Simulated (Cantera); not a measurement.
An isothermal, constant-pressure homogeneous reactor starts with 20.7 % H2, 79.3 % O2, equivalence ratio 0.13, at 1423 K and 0.00270 bar.

Detailed kinetics in Cantera: the H2/O2 subset of GRI-Mech 3.0, which has no nitrogen chemistry. Radical loss at walls, strong at low pressure, is not modelled. The temperature is held fixed by assumption; the heat of reaction is taken as removed at once.

**Question.** Predict: x(H2) at 1.00 s; x(O2) at 1.00 s; x(OH) at 1.00 s; x(O) at 1.00 s; x(HO2) at 1.00 s; x(H) at 1.00 s.

**Answer.** 
```
Property                                            Result
----------------  ----------------------------------------
x(H2) at 1.00 s    0.00252 (gas-phase equilibrium 3.25e-6)
x(O2) at 1.00 s        0.747 (gas-phase equilibrium 0.769)
x(OH) at 1.00 s   0.00978 (gas-phase equilibrium 0.000357)
x(O) at 1.00 s      0.0183 (gas-phase equilibrium 2.29e-5)
x(HO2) at 1.00 s   9.30e-7 (gas-phase equilibrium 9.96e-8)
x(H) at 1.00 s     0.00524 (gas-phase equilibrium 2.32e-7)
```
